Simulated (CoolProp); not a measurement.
Vapour pressure (bar) of cyclopropane: the reference equation beside estimates from Tc = 125.5 °C, pc = 56.05 bar, ω = 0.131.

The numbers come from the reference Helmholtz-energy equation of state, Polt 1992 in CoolProp. This equation is an older, rougher fit; its heat capacities, sound speeds and derivatives of the liquid may be far off and weren't checked against measurements.

```json
[
 {"T (°C)": "32.35", "reference": "8.791", "van der Waals": "17.55", "Redlich-Kwong": "10.06"},
 {"T (°C)": "37.45", "reference": "9.996", "van der Waals": "___", "Redlich-Kwong": "___"},
 {"T (°C)": "42.55", "reference": "11.32", "van der Waals": "20.49", "Redlich-Kwong": "12.81"},
 {"T (°C)": "47.65", "reference": "12.76", "van der Waals": "22.07", "Redlich-Kwong": "14.36"},
 {"T (°C)": "52.85", "reference": "14.37", "van der Waals": "23.76", "Redlich-Kwong": "___"},
 {"T (°C)": "57.95", "reference": "16.09", "van der Waals": "25.49", "Redlich-Kwong": "___"},
 {"T (°C)": "63.05", "reference": "17.95", "van der Waals": "___", "Redlich-Kwong": "19.82"},
 {"T (°C)": "68.15", "reference": "19.97", "van der Waals": "29.18", "Redlich-Kwong": "21.90"},
 {"T (°C)": "73.25", "reference": "22.15", "van der Waals": "31.14", "Redlich-Kwong": "24.12"},
 {"T (°C)": "78.45", "reference": "24.54", "van der Waals": "33.23", "Redlich-Kwong": "26.53"}
]
```

Question: What belongs in the gaps?

Answer: 
- 37.45, van der Waals: 18.98
- 37.45, Redlich-Kwong: 11.38
- 52.85, Redlich-Kwong: 16.07
- 57.95, Redlich-Kwong: 17.88
- 63.05, van der Waals: 27.29

Absolute difference from the reference over all 10 rows, mean and median: van der Waals 64.1 and 61.9 %, Redlich-Kwong 11.4 and 11.5 %.
